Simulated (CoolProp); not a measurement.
The fluid at 293.15 K and 0.0102 MPa expands adiabatically to 0.00142 MPa with isentropic efficiency 0.85. The same conditions are run with several fluids, on thermodynamics alone (safety and materials aside).

Values from CoolProp's reference Helmholtz-energy equation of state of each fluid (tetrahydrofuran: Fiedler 2023; n-pentane: Thol 2019; oxygen: Schmidt 1985; n-butane: Bücker 2006).

```tsv
fluid	work (kJ/kg)	final temperature (K)	final phase	final density (kg/m³)
tetrahydrofuran	50.8	248.3	two-phase, vapour fraction 0.982	0.0506
n-pentane	52.6	259.4	gas	0.0476
oxygen	97.7	186.1	gas	0.0294
n-butane	64.3	252.4	gas	0.0394
```
